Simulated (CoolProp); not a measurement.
Vapour-liquid equilibrium of ethane (1) + hydrogen chloride (2) at 0.372 MPa; x and y are mole fractions of (1).

Computed with CoolProp (multi-fluid Helmholtz-energy mixture model, Bücker 2006 and Thol 2018; pair parameters Bell 2016).

```tsv
x	bubble temperature, mixture model (°C)	bubble temperature, Raoult's law (°C)	y, mixture model	y, Raoult's law
0.05	-61.9	-58.6	0.169	0.054
0.125	-64.9	-58.7	0.309	0.134
0.2	-66.4	-58.9	0.384	0.213
0.275	-67.2	-59.0	0.429	0.291
0.35	-67.7	-59.2	0.460	0.368
0.425	-67.9	-59.3	0.486	0.444
0.5	-68.0	-59.5	0.510	0.520
0.575	-67.9	-59.6	0.536	0.595
0.65	-67.7	-59.8	0.568	0.668
0.725	-67.3	-59.9	0.610	0.741
0.8	-66.4	-60.1	0.667	0.813
0.875	-65.0	-60.2	0.750	0.884
0.95	-62.7	-60.4	0.876	0.954
```

The largest gap from Raoult's law is -8.6 K in bubble temperature, at x = 0.425. y crosses x between x = 0.5 and 0.575: the model has an azeotrope there.

The pair parameters rest on a limited set of measurements; away from them the model extrapolates.
